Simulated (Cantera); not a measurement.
Feed: 1 mol (CH3)2SiCl2, 0.2 mol C2H2, 3.4 mol H2, held at 1875 K and 0.133 bar.

These are equilibrium values from Cantera (NASA tables, ideal gas, pure condensed phases), not measurements of a reactor. Candidate condensed phases: C, C6H6, C7H8, C8H18, Si, SiC; 109 gas species. The feed counts by its element totals alone. The tables' values for SiCl3, SiCl are old estimates; treat these amounts as uncertain. Equilibrium is a limit: real reactors are often held back by kinetics, nucleation or transport.

Base state: H2 0.744, HCl 0.246, SiCl2 0.00763, H 0.00155, Cl 0.000388, SiCl3 0.000293, C2H2 (acetylene) 0.000236, CH4 4.47e-5 (mole fractions); condensed: C(graphite) + SiC(s).

**Question.** What changes in the equilibrium state with this change: (CH3)2SiCl2 replaced by SiH4?

**Answer.** 
```
species             before    after
----------------  --------  -------
H2                   0.744    0.998
H                  0.00155  0.00179
Si                 2.27e-6  6.79e-5
HCl                  0.246        0
SiCl2              0.00763        0
Cl                0.000388        0
SiCl3             0.000293        0
SiCl4              1.58e-5        0
C(graphite), mol      1.46        0
SiC(s), mol          0.939    0.400
Si(l), mol               0    0.599
```
Mutual solubility and eutectic melting of coexisting phases are not modelled. Gases not in the tables: Si2H6 and higher silanes.

**Question.** What changes in the equilibrium state with this change: H2 from 3.4 to 130 mol?

**Answer.** 
```tsv
species	before	after
H2	0.744	0.983
HCl	0.246	0.0148
H	0.00155	0.00178
SiCl2	0.00763	2.09e-5
SiCl4	1.58e-5	<1e-9
SiCl3	0.000293	4.21e-8
C(graphite), mol	1.46	1.31
SiC(s), mol	0.939	0.996
```
